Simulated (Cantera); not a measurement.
A Cantera script and its output.

```python
import numpy as np
import cantera as ct

gas = ct.Solution("gri30.yaml")
gas.TPX = 575, 55000, {'CH4': 1, 'O2': 2.41, 'N2': 9.06}
inlet = ct.Reservoir(gas, clone=True)
gas.equilibrate("HP")  # start burning
reactor = ct.IdealGasConstPressureReactor(gas, energy="on", clone=False)
exhaust = ct.Reservoir(gas, clone=True)
tau = [0.097, 0.037, 0.014, 0.0055, 0.0021, 0.00082, 0.00031, 0.00012, 4.6e-05, 1.8e-05, 6.9e-06][0]
for a, b in ((inlet, reactor), (reactor, exhaust)):
    ct.MassFlowController(a, b, mdot=lambda t: reactor.mass / tau)
net = ct.ReactorNet([reactor])
show = ['CH4', 'O2', 'H2O', 'NO2', 'C2H', 'C2H2', 'C2H6']

rows = []
print(f"{'tau/s':>10s}{'T/K':>9s}" + "".join(f"{s:>11s}" for s in show))
for tau in [0.097, 0.037, 0.014, 0.0055, 0.0021, 0.00082, 0.00031, 0.00012, 4.6e-05, 1.8e-05, 6.9e-06]:
    net.initial_time = 0.0
    net.advance(30 * tau)
    before = gas.X
    net.advance(40 * tau)
    drift = np.max(np.abs(gas.X - before) / (gas.X + 1e-9))
    rows.append([gas.T, *gas[show].X, drift])
    print(f"{tau:10.3e}{gas.T:9.1f}" + "".join(f"{x:11.3e}" for x in gas[show].X))
```

Output:

```
     tau/s      T/K        CH4         O2        H2O        NO2        C2H       C2H2       C2H6
 9.700e-02   2195.2  3.840e-06  3.367e-02  1.548e-01  4.086e-07  1.205e-12  1.610e-10  1.319e-12
 3.700e-02   2176.9  8.387e-06  3.460e-02  1.536e-01  1.928e-07  4.622e-12  5.602e-10  5.831e-12
 1.400e-02   2140.8  1.715e-05  3.599e-02  1.513e-01  8.065e-08  1.320e-11  1.428e-09  2.163e-11
 5.500e-03   2087.8  3.357e-05  3.786e-02  1.479e-01  3.280e-08  3.068e-11  3.078e-09  7.208e-11
 2.100e-03   2017.4  6.981e-05  4.028e-02  1.436e-01  1.367e-08  7.315e-11  7.284e-09  2.716e-10
 8.200e-04   1938.2  1.541e-04  4.317e-02  1.391e-01  6.601e-09  1.935e-10  2.079e-08  1.206e-09
 3.100e-04   1851.0  3.962e-04  4.741e-02  1.346e-01  3.439e-09  6.664e-10  8.648e-08  7.950e-09
 1.200e-04   1754.0  1.298e-03  5.601e-02  1.308e-01  1.922e-09  3.347e-09  6.649e-07  1.111e-07
 4.600e-05    575.0  8.019e-02  1.933e-01 -1.968e-15 -6.648e-21 -1.793e-43 -3.939e-19 -2.386e-17
 1.800e-05    575.0  8.019e-02  1.933e-01 -7.895e-19 -2.667e-24  6.936e-50 -1.580e-22 -9.572e-21
 6.900e-06    575.0  8.019e-02  1.933e-01 -4.987e-20 -1.685e-25 -6.273e-51 -9.981e-24 -6.046e-22
```

Cantera simulation using GRI-Mech 3.0 (53 species, 325 reactions); the numbers are that mechanism's predictions, not measurements.
